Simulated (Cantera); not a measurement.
A closed system holds: 1 mol Al, 1.4 mol N2O, 56 mol H2, equilibrated at 1200 K and 940 Pa.

Cantera equilibrium calculation (NASA polynomials, part measured and part estimated; ideal gas, pure solids and liquids). Candidate condensed phases: Al, AlN, Al2O3, H2O; 35 gas species. Mutual solubility and eutectic melting of coexisting phases are not modelled. Equilibrium is a limit: real reactors are often held back by kinetics, nucleation or transport.

Base state: H2 0.976, N2 0.0238 (mole fractions); condensed: AlN(s) + Al2O3(s).

Task: What changes in the equilibrium state with this change: N2O from 1.4 to 22 mol?

Result: 
```tsv
species	before	after
H2	0.976	0.455
N2	0.0238	0.282
H2O	2.20e-7	0.263
AlN(s), mol	0.0667	0
Al2O3(s), mol	0.467	0.500
```

Task: What changes in the equilibrium state with this change: temperature from 1200 K to 1923 K?

Result: 
| species | before | after |
|---|---|---|
| H2 | 0.976 | 0.965 |
| N2 | 0.0238 | 0.0242 |
| H | 2.01e-6 | 0.00954 |
| Al | <1e-9 | 0.000837 |
| Al2O | <1e-9 | 0.000255 |
| AlH | <1e-9 | 2.66e-5 |
| AlOH | <1e-9 | 1.94e-5 |
| AlN(s), mol | 0.0667 | 0 |
| Al2O3(s), mol | 0.467 | 0.460 |
The tables' values for AlOH are old estimates; treat these amounts as uncertain.
